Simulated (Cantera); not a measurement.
## Ignition delay

Mixture: CH4 : H2 : O2 : N2 = 1 : 0.07 : 3.13 : 11.8 (molar parts), equivalence ratio 0.65, at 0.780 atm, adiabatic and at constant pressure. Ignition delay is the time to a rise of 400 K.

Model: GRI-Mech 3.0 (53 species, 325 reactions), integrated in Cantera.

```json
[
 {"T0 (K)": "1100", "delay (ms)": "75.4"},
 {"T0 (K)": "1175", "delay (ms)": "29.1"},
 {"T0 (K)": "1250", "delay (ms)": "11.5"},
 {"T0 (K)": "1325", "delay (ms)": "4.84"},
 {"T0 (K)": "1400", "delay (ms)": "2.19"}
]
```

```json
{
  "apparent activation energy between 1250 and 1400 K": "160 kJ/mol"
}
```
